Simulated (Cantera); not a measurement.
Charge: 1 mol Fe3O4, 140 mol H2, held at 1125 K and 0.000720 bar.

Equilibrium computed with Cantera from the NASA thermochemical tables; the gas is ideal and each condensed phase is pure. Candidate condensed phases: Fe, FeO, Fe(OH)2, Fe(OH)3, Fe2O3, Fe3O4, H2O; 12 gas species. Kinetics and transport are ignored.

Base state: H2 0.971, H2O 0.0286 (mole fractions); condensed: Fe(α).

Question: What changes in the equilibrium state with this change: Fe3O4 replaced by TiO2?

Answer: 
```
species            before     after
-----------------  ------  --------
H2                  0.971     1.000
H2O                0.0286  0.000436
Fe(α), mol           3.00         0
TiO2(rutile), mol       0     0.756
Ti4O7(s), mol           0    0.0610
```
Mutual solubility and eutectic melting of coexisting phases are not modelled. Condensed phases not in the tables: Magnéli phases beyond Ti4O7. Further candidate phases: Ti, TiO, TiO2, Ti2O3, Ti3O5, Ti4O7.
